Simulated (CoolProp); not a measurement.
Methanol along the isotherm 278.25 °C: density (kg/m³) from the reference equation and from simpler models built on Tc = 240.2 °C, pc = 8216 kPa, ω = 0.565; each cubic takes its own stable root.

Values from CoolProp's reference Helmholtz-energy equation of state, de Reuck 1993.

| p (kPa) | phase | reference |
|---|---|---|
| 1580 | gas | 11.60 |
| 3160 | gas | 24.62 |
| 4740 | gas | 39.61 |
| 6320 | gas | 57.27 |
| 7900 | gas | 79.15 |
| 9480 | supercritical | 108.0 |
| 11100 | supercritical | 148.6 |
| 12600 | supercritical | 209.8 |
| 14200 | supercritical | 292.5 |
| 15800 | supercritical | 353.9 |
| 17400 | supercritical | 392.1 |
| 19000 | supercritical | 417.9 |
| 20500 | supercritical | 436.6 |

Task: How far does each simpler model (ideal gas, van der Waals, Redlich-Kwong, Soave-Redlich-Kwong, Peng-Robinson) lie from the reference over these 13 states: mean and median of the absolute difference, and the worst?

Result: 
- ideal gas: mean 43.7 %, median 47.8 %, worst -69.0 % at 278.25 °C and 17400 kPa
- van der Waals: mean 14.8 %, median 8.6 %, worst -36.5 % at 278.25 °C and 20500 kPa
- Redlich-Kwong: mean 11.1 %, median 6.5 %, worst -26.3 % at 278.25 °C and 20500 kPa
- Soave-Redlich-Kwong: mean 14.7 %, median 7.7 %, worst -32.9 % at 278.25 °C and 17400 kPa
- Peng-Robinson: mean 11.7 %, median 2.3 %, worst -27.2 % at 278.25 °C and 17400 kPa
